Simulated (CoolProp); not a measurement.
Vapour-liquid equilibrium of methanol (1) + ethanol (2) at 0.0365 MPa; x and y are mole fractions of (1).

Model: multi-fluid Helmholtz-energy mixture model, de Reuck 1993 and Schroeder 2014; pair parameters Bell 2016, in CoolProp.

```
x     bubble temperature, mixture model (K)  bubble temperature, Raoult's law (K)  y, mixture model  y, Raoult's law
----  -------------------------------------  ------------------------------------  ----------------  ---------------
0.05                                  326.8                                 326.8             0.090            0.089
0.2                                   324.3                                 324.3             0.315            0.320
0.35                                  322.1                                 321.9             0.496            0.506
0.5                                   320.0                                 319.8             0.648            0.658
0.65                                  318.0                                 317.8             0.777            0.783
0.8                                   316.1                                 316.0             0.886            0.887
0.95                                  314.3                                 314.3             0.975            0.974
```

The largest gap from Raoult's law is +0.2 K in bubble temperature, at x = 0.65. No azeotrope shows between x = 0.05 and 0.95.

The pair parameters rest on a limited set of measurements; away from them the model extrapolates.
